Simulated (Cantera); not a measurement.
A freely propagating, adiabatic, planar premixed flame of CO : H₂ : O₂ : N₂ = 1 : 0.4 : 0.5 : 1.35 (molar parts), equivalence ratio 1.4, unburnt at 425 K and 4.00 bar; mixture-averaged transport, grid criteria slope 0.08 and curve 0.16, no radiation.

Detailed kinetics in Cantera: GRI-Mech 3.0 (53 species, 325 reactions). The hydrogen kinetics of GRI-Mech 3.0 are dated; newer H2 mechanisms differ, most at raised pressure. Burning velocities carry a grid error of a few per cent, more on coarse grids.

Q: What does this change do: N2 1.35 to 1.7 parts?

A: 
| quantity | before | after |
|---|---|---|
| laminar burning velocity | 231 cm/s | 187 cm/s |
| thermal thickness | 0.0842 mm | 0.0911 mm |
| peak x(H) | 0.0211 | 0.0173 |
| peak x(HO₂) | 0.000870 | 0.000753 |
